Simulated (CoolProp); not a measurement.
Vapour-liquid equilibrium of toluene (1) + ethylbenzene (2) at 538.5 K; x and y are mole fractions of (1).

Computed with CoolProp (multi-fluid Helmholtz-energy mixture model, Lemmon 2006 and Zhou 2012; pair parameters Bell 2016).

Give the bubble pressure and the first vapour's composition at x = 0.55, 0.75, 0.95. Is there an azeotrope?

x = 0.55: 1690 kPa, y = 0.621; x = 0.75: 1851 kPa, y = 0.802; x = 0.95: 2029 kPa, y = 0.963. No azeotrope shows between x = 0.05 and 0.95.

The pair parameters rest on a limited set of measurements; away from them the model extrapolates.
